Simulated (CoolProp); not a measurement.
Properties of n-hexane along the isotherm 305.15 °C.

Values from CoolProp's reference Helmholtz-energy equation of state, Thol 2019.

```tsv
p (MPa)	phase	Z	speed of sound (m/s)	Joule-Thomson coefficient (K/MPa)	conductivity (mW/(m K))	Prandtl number
0.381	gas	0.9719	234.2	5.349	45.8	0.751
0.761	gas	0.9431	227.8	5.535	45.8	0.778
1.14	gas	0.9137	221.3	5.737	45.9	0.815
1.52	gas	0.8834	214.6	5.957	46.2	0.856
1.9	gas	0.8521	207.7	6.194	46.6	0.899
2.28	gas	0.8200	200.6	6.448	47.2	0.943
2.66	gas	0.7869	193.4	6.717	48.1	0.989
3.04	gas	0.7528	186.2	6.995	49.2	1.04
3.42	supercritical	0.7178	179.0	7.270	50.6	1.09
3.81	supercritical	0.6811	171.8	7.525	52.4	1.15
4.19	supercritical	0.6449	165.4	7.706	54.5	1.22
4.57	supercritical	0.6091	160.1	7.764	57.0	1.30
```

Viscosity comes from a separate model (Michailidou 2013). Thermal conductivity comes from a separate model (Assael 2013).
